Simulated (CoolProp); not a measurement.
Methanol along the isotherm 557.2 K: Z from the reference equation and from simpler models built on Tc = 513.4 K, pc = 82.16 bar, ω = 0.565; each cubic takes its own stable root.

Model: reference Helmholtz-energy equation of state, de Reuck 1993, in CoolProp.

```csv
p (bar),phase,reference
17.1,gas,0.9497
34.2,gas,0.8925
51.3,gas,0.8300
68.5,gas,0.7625
85.6,supercritical,0.6860
103,supercritical,0.6021
120,supercritical,0.5108
137,supercritical,0.4126
154,supercritical,0.3521
171,supercritical,0.3323
188,supercritical,0.3324
205,supercritical,0.3406
```

Problem. How far does each simpler model (van der Waals, Redlich-Kwong, Soave-Redlich-Kwong, Peng-Robinson) lie from the reference over these 12 states: mean and median of the absolute difference, and the worst?

Solution. 
- van der Waals: mean 17.0 %, median 8.9 %, worst +52.4 % at 557.2 K and 205 bar
- Redlich-Kwong: mean 11.4 %, median 6.6 %, worst +32.9 % at 557.2 K and 205 bar
- Soave-Redlich-Kwong: mean 18.8 %, median 8.0 %, worst +47.8 % at 557.2 K and 188 bar
- Peng-Robinson: mean 13.9 %, median 3.3 %, worst +36.4 % at 557.2 K and 188 bar
